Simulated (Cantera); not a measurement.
# Stirred combustor or abatement burner

A perfectly stirred reactor is fed with 6.24 % CH4, 6.05 % CO, 18.5 % O2, 69.2 % N2, equivalence ratio 0.84, at 10.0 bar; it is adiabatic with a 700 K inlet, and is followed from long to short residence time, starting on the burning branch (τ in s: 0.084, 0.025, 0.0074, 0.0022, 0.00065, 0.00019, 5.6e-05, 1.7e-05, 4.9e-06).

Computed with Cantera and GRI-Mech 3.0 (53 species, 325 reactions).

```json
[
 {"τ (s)": "0.084", "T (K)": "2394", "x CH4": "2.68e-7", "x CO": "0.00470", "x O2": "0.0291", "x NO2": "6.89e-6", "x C2H4": "1.08e-12", "x O": "0.000459", "x CH2O": "5.06e-8"},
 {"τ (s)": "0.025", "T (K)": "2396", "x CH4": "8.79e-7", "x CO": "0.00481", "x O2": "0.0297", "x NO2": "5.53e-6", "x C2H4": "1.15e-11", "x O": "0.000475", "x CH2O": "1.68e-7"},
 {"τ (s)": "0.0074", "T (K)": "2397", "x CH4": "2.84e-6", "x CO": "0.00512", "x O2": "0.0308", "x NO2": "3.47e-6", "x C2H4": "1.18e-10", "x O": "0.000508", "x CH2O": "5.49e-7"},
 {"τ (s)": "0.0022", "T (K)": "2391", "x CH4": "8.83e-6", "x CO": "0.00602", "x O2": "0.0319", "x NO2": "1.75e-6", "x C2H4": "1.08e-9", "x O": "0.000579", "x CH2O": "1.72e-6"},
 {"τ (s)": "0.00065", "T (K)": "2370", "x CH4": "2.56e-5", "x CO": "0.00846", "x O2": "0.0335", "x NO2": "8.94e-7", "x C2H4": "7.67e-9", "x O": "0.000760", "x CH2O": "4.99e-6"},
 {"τ (s)": "0.00019", "T (K)": "2320", "x CH4": "6.77e-5", "x CO": "0.0138", "x O2": "0.0363", "x NO2": "5.08e-7", "x C2H4": "3.82e-8", "x O": "0.00120", "x CH2O": "1.29e-5"},
 {"τ (s)": "5.6e-5", "T (K)": "2231", "x CH4": "0.000178", "x CO": "0.0230", "x O2": "0.0413", "x NO2": "2.70e-7", "x C2H4": "1.56e-7", "x O": "0.00200", "x CH2O": "3.17e-5"},
 {"τ (s)": "1.7e-5", "T (K)": "2089", "x CH4": "0.000555", "x CO": "0.0383", "x O2": "0.0503", "x NO2": "1.21e-7", "x C2H4": "8.35e-7", "x O": "0.00277", "x CH2O": "8.52e-5"},
 {"τ (s)": "4.9e-6", "T (K)": "700", "x CH4": "0.0624", "x CO": "0.0605", "x O2": "0.185", "x NO2": "<1e-12", "x C2H4": "<1e-12", "x O": "<1e-12", "x CH2O": "<1e-12"}
]
```
x: mole fraction; the columns are a selection and need not sum to one.
